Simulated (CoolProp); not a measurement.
Vapour-liquid equilibrium of acetone (1) + n-nonane (2) at 463.7 K; x and y are mole fractions of (1).

The numbers come from the multi-fluid Helmholtz-energy mixture model, Lemmon 2006 and Lemmon 2006; pair parameters Bell 2016 in CoolProp.

| x | bubble pressure (bar) | y at the bubble point | dew pressure at overall composition x (bar) | liquid density (mol/L) |
|---|---|---|---|---|
| 0.05 | 4.252 | 0.374 | 2.757 | 4.564 |
| 0.15 | 7.148 | 0.626 | 3.097 | 4.816 |
| 0.25 | 9.561 | 0.722 | 3.528 | 5.093 |
| 0.35 | 11.59 | 0.776 | 4.089 | 5.398 |
| 0.45 | 13.38 | 0.813 | 4.851 | 5.742 |
| 0.55 | 15.05 | 0.844 | 5.946 | 6.134 |
| 0.65 | 16.72 | 0.873 | 7.643 | 6.594 |
| 0.75 | 18.49 | 0.904 | 10.53 | 7.149 |
| 0.85 | 20.42 | 0.938 | 15.39 | 7.841 |
| 0.95 | 22.53 | 0.978 | 21.05 | 8.735 |

No azeotrope shows between x = 0.05 and 0.95.

Pair parameters are fitted to limited data, so mixtures are less certain than the pure fluids. The gap from Raoult's law changes sign with composition, which may be real or a fault of the pair parameters; it wasn't checked against measurements.
